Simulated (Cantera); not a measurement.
Charge: 1 mol Ta2O5, 0.36 mol CH4, 0.32 mol CO, equilibrated at 1073 K and 3.50 mbar.

Equilibrium computed with Cantera from the NASA thermochemical tables; the gas is ideal and each condensed phase is pure. Candidate condensed phases: C, C6H6, C7H8, C8H18, H2O, Ta, TaC, Ta2O5; 113 gas species. Mutual solubility and eutectic melting of coexisting phases are not modelled. TaC: taken at fixed stoichiometry. Condensed phases not in the tables: Ta2C. Rates play no part.

Base state: H2 0.555, CO 0.445, H2O 0.000178, CO2 0.000155, CH4 3.12e-5 (mole fractions); condensed: TaC(s) + Ta2O5(s).

Problem. What changes in the equilibrium state with this change: temperature from 1073 K to 2175 K?

Solution. 
```
species         before     after
-------------  -------  --------
CO               0.445     0.469
H2               0.555     0.467
H              1.76e-7    0.0564
TaO2             <1e-9   0.00418
TaO              <1e-9  0.000856
CH4            3.12e-5     <1e-9
TaC(s), mol      0.103         0
Ta2O5(s), mol    0.949         0
Ta(s), mol           0     0.143
Ta2O5(l), mol        0     0.925
```
Condensed phases not in the tables: Ta2C, N, O or C dissolved in the metal.
